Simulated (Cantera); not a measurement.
A perfectly stirred reactor is fed with 1.37 % CH2O, 0.578 % O2, 98.0 % N2, equivalence ratio 2.4, at 7500 Torr; it is held at 1275 K, and followed from long to short residence time.

Detailed kinetics in Cantera: GRI-Mech 3.0 (53 species, 325 reactions).

x: mole fraction; the columns are a selection and need not sum to one.

```csv
τ (s),x CH2O,x O2,x CO2,x C2H4,x O,x H2O
0.52,1.31e-6,1.60e-5,0.00461,1.29e-10,1.09e-8,0.00684
0.29,1.83e-6,2.25e-5,0.00451,1.79e-10,1.97e-8,0.00693
0.16,2.59e-6,3.18e-5,0.00437,2.36e-10,3.61e-8,0.00704
0.087,?,?,0.00421,2.98e-10,?,0.00718
0.048,5.24e-6,6.41e-5,0.00401,3.59e-10,1.24e-7,0.00734
0.027,7.36e-6,8.97e-5,0.00379,4.17e-10,2.24e-7,0.00751
0.015,?,?,0.00354,4.83e-10,?,0.00768
0.0082,1.53e-5,0.000184,0.00327,5.72e-10,7.44e-7,0.00784
```

Problem. Fill in the missing entries.

Solution. 
- 0.087, x CH2O: 3.70e-6
- 0.087, x O2: 4.53e-5
- 0.087, x O: 6.74e-8
- 0.015, x CH2O: 1.05e-5
- 0.015, x O2: 0.000127
- 0.015, x O: 4.07e-7
